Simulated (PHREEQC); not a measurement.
Solution (20 °C): 0.0018 mol H2SO4 and 0.26 mol MnSO4 per kg of water. Closed to the air; pH follows from the charge balance.

Computed with PHREEQC (ion-association model, phreeqc.dat).

- pH = 3.10
- ionic strength = 0.534 mol/kgw
- activity of water = 0.993
- specific conductance = 15900 µS/cm
- density = 1.034 g/cm³
- total alkalinity = -3.60 meq/kg

| species | molality | activity | log γ |
|---|---|---|---|
| Mn+2 | 0.134 | 0.0330 | -0.607 |
| SO4-2 | 0.133 | 0.0268 | -0.694 |
| MnSO4 | 0.127 | 0.143 | 0.053 |
| HSO4- | 0.00255 | 0.00188 | -0.133 |
| H+ | 0.00105 | 0.000802 | -0.117 |
| MnOH+ | 1.02e-9 | 6.95e-10 | -0.168 |

This is a speciation only: nothing precipitates in the calculation.
